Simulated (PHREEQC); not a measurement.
Solution A (30 mmol/kgw HF and 6.5 mmol/kgw NH4F) is mixed with solution B (0.12 mol/kgw H3PO4 and 5.4e-05 mol/kgw NaOH) at 25 °C; shares are by mass of water, 1 kg in all. Oxygen is held at 0.21 atm. CO2 from the air is kept out. Precipitation was switched off in this run.

All values are PHREEQC results (ion-association model, wateq4f.dat), not measurements.

```json
[
 {"share of solution B": "0", "pH": "2.66", "H3PO4 (mol/kgw)": "0", "HF (mol/kgw)": "0.0239", "H2PO4- (mol/kgw)": "0", "F- (mol/kgw)": "0.00812"},
 {"share of solution B": "0.1", "pH": "2.30", "H3PO4 (mol/kgw)": "0.00477", "HF (mol/kgw)": "0.0251", "H2PO4- (mol/kgw)": "0.00723", "F- (mol/kgw)": "0.00375"},
 {"share of solution B": "0.2", "pH": "2.09", "H3PO4 (mol/kgw)": "0.0123", "HF (mol/kgw)": "0.0236", "H2PO4- (mol/kgw)": "0.0117", "F- (mol/kgw)": "0.00222"},
 {"share of solution B": "0.3", "pH": "1.97", "H3PO4 (mol/kgw)": "0.0210", "HF (mol/kgw)": "0.0214", "H2PO4- (mol/kgw)": "0.0150", "F- (mol/kgw)": "0.00151"},
 {"share of solution B": "0.4", "pH": "1.88", "H3PO4 (mol/kgw)": "0.0303", "HF (mol/kgw)": "0.0188", "H2PO4- (mol/kgw)": "0.0177", "F- (mol/kgw)": "0.00109"},
 {"share of solution B": "0.5", "pH": "1.81", "H3PO4 (mol/kgw)": "0.0400", "HF (mol/kgw)": "0.0160", "H2PO4- (mol/kgw)": "0.0200", "F- (mol/kgw)": "0.000795"},
 {"share of solution B": "0.6", "pH": "1.75", "H3PO4 (mol/kgw)": "0.0499", "HF (mol/kgw)": "0.0131", "H2PO4- (mol/kgw)": "0.0221", "F- (mol/kgw)": "0.000574"},
 {"share of solution B": "0.7", "pH": "1.70", "H3PO4 (mol/kgw)": "0.0600", "HF (mol/kgw)": "0.01000", "H2PO4- (mol/kgw)": "0.0240", "F- (mol/kgw)": "0.000397"},
 {"share of solution B": "0.8", "pH": "1.66", "H3PO4 (mol/kgw)": "0.0703", "HF (mol/kgw)": "0.00680", "H2PO4- (mol/kgw)": "0.0257", "F- (mol/kgw)": "0.000247"},
 {"share of solution B": "0.9", "pH": "1.63", "H3PO4 (mol/kgw)": "0.0807", "HF (mol/kgw)": "0.00347", "H2PO4- (mol/kgw)": "0.0273", "F- (mol/kgw)": "0.000117"},
 {"share of solution B": "1", "pH": "1.60", "H3PO4 (mol/kgw)": "0.0912", "HF (mol/kgw)": "0", "H2PO4- (mol/kgw)": "0.0288", "F- (mol/kgw)": "0"}
]
```

wateq4f.dat counts part of the HF as a dimer, H2F2, which phreeqc.dat doesn't know; its constant is uncertain. H3PO4, which wateq4f.dat lacks, is added to it with the constant of phreeqc.dat.
